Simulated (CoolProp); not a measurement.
A Linde-Hampson liquefier for normal hydrogen: isothermal reversible compression at 230 K from 1 atm to 20 MPa, throttling to 1 atm, return gas leaving the recuperator 0 K below the feed. Each further row changes one setting.

Values from CoolProp's reference Helmholtz-energy equation of state, Leachman 2009.

```json
[
 {"case": "as stated", "compression work (kJ/kg of gas)": "5150"},
 {"case": "high pressure 40 MPa", "compression work (kJ/kg of gas)": "5950"},
 {"case": "warm-end temperature 260 K", "compression work (kJ/kg of gas)": "5810"},
 {"case": "warm-end gap 5 K", "compression work (kJ/kg of gas)": "5150"}
]
```
